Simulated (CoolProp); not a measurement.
Vapour-liquid equilibrium of R125 (1) + propylene (2) at 1510 kPa; x and y are mole fractions of (1).

Values from CoolProp's multi-fluid Helmholtz-energy mixture model, Lemmon 2005 and Lemmon 2013; pair parameters Bell 2016.

```csv
x,"bubble temperature, mixture model (°C)","bubble temperature, Raoult's law (°C)","y, mixture model","y, Raoult's law"
0.05,33.2,35.7,0.095,0.060
0.125,29.8,35.1,(withheld),0.147
0.2,27.4,34.4,(withheld),0.232
0.275,25.8,33.8,0.363,0.314
0.35,24.6,33.2,(withheld),0.394
0.425,23.8,32.6,0.477,0.471
0.5,(withheld),32.0,(withheld),0.547
0.575,23.2,31.5,0.580,0.620
0.65,23.2,30.9,0.634,0.691
0.725,23.6,30.4,0.692,0.760
0.8,(withheld),29.8,(withheld),0.828
0.875,25.4,29.3,0.836,0.894
0.95,(withheld),28.8,0.928,0.958
```

What belongs in the gaps?


- 0.125, y, mixture model: 0.207
- 0.2, y, mixture model: 0.294
- 0.35, y, mixture model: 0.423
- 0.5, bubble temperature, mixture model (°C): 23.3
- 0.5, y, mixture model: 0.529
- 0.8, bubble temperature, mixture model (°C): 24.3
- 0.8, y, mixture model: 0.759
- 0.95, bubble temperature, mixture model (°C): 27.1

The largest gap from Raoult's law is -8.8 K in bubble temperature, at x = 0.425. y crosses x between x = 0.575 and 0.65: the model has an azeotrope there.

Pair parameters are fitted to limited data, so mixtures are less certain than the pure fluids.
